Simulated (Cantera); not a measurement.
An adiabatic, constant-volume homogeneous reactor starts with 3.69 % CH4, 0.151 % C2H6, 19.8 % O2, 74.1 % N2, 2.29 % H2O, at 1750 K and 1.90 bar.

Computed with Cantera and GRI-Mech 3.0 (53 species, 325 reactions).

**Question.** Predict: time of steepest temperature rise; temperature at 1.00 s; equilibrium temperature; x(O2) at 1.00 s; x(CO) at 1.00 s; x(H2O) at 1.00 s; x(H2O2) at 1.00 s.

**Answer.** 
```json
{
  "time_of_steepest_temperature_rise": "36.6 µs",
  "temperature at 1.00 s": "2586 K",
  "equilibrium_temperature": "2586 K",
  "x(O2) at 1.00 s": "0.106 (gas-phase equilibrium 0.106)",
  "x(CO) at 1.00 s": "0.00375 (gas-phase equilibrium 0.00375)",
  "x(H2O) at 1.00 s": "0.0924 (gas-phase equilibrium 0.0924)",
  "x(H2O2) at 1.00 s": "4.27e-7 (gas-phase equilibrium 4.27e-7)"
}
```
